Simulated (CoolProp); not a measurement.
c-C4F8 (RC318) at 345.62 K and 2.1 MPa flows at 1.2 m/s in a round tube of 20 mm bore and 0.25 µm roughness, fully developed (64/Re and Nu = 3.66 if laminar; Colebrook and Gnielinski if turbulent). Each further row changes one setting.

Values from CoolProp's reference Helmholtz-energy equation of state, Platzer 1990. This equation is an older, rougher fit; its heat capacities, sound speeds and derivatives of the liquid may be far off and weren't checked against measurements.

```
case              Reynolds number  Darcy friction factor  pressure drop (Pa/m)  heat-transfer coefficient (W/(m² K))  mass flow (kg/h)
----------------  ---------------  ---------------------  --------------------  ------------------------------------  ----------------
as stated                  163000                 0.0164                   761                                  1990              1750
velocity 2.4 m/s           327000                 0.0144                  2670                                  3620              3500
diameter 40 mm             327000                 0.0143                   332                                  1800              7010
```

Viscosity comes from a separate model (Huber 2003), an estimate that may be off by 10 % or more. Thermal conductivity comes from a separate model (Huber 2003), an estimate that may be off by 10 % or more.
